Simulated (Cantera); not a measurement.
A freely propagating, adiabatic, planar premixed flame of CH4 : O2 : N2 : CO2 = 1 : 1.43 : 5.37 : 0.59 (molar parts), unburnt at 475 K and 338 Torr; mixture-averaged transport, grid criteria slope 0.08 and curve 0.16, no radiation.

Cantera simulation using GRI-Mech 3.0 (53 species, 325 reactions); the numbers are that mechanism's predictions, not measurements. Burning velocities carry a grid error of a few per cent, more on coarse grids.

Predict: laminar burning velocity; thermal thickness; peak x(CH2CO); peak x(H2); peak x(CO).


| Property | Result |
|---|---|
| laminar burning velocity | 34.5 cm/s |
| thermal thickness | 1.47 mm |
| peak x(CH2CO) | 0.000247 |
| peak x(H2) | 0.0446 |
| peak x(CO) | 0.0883 |
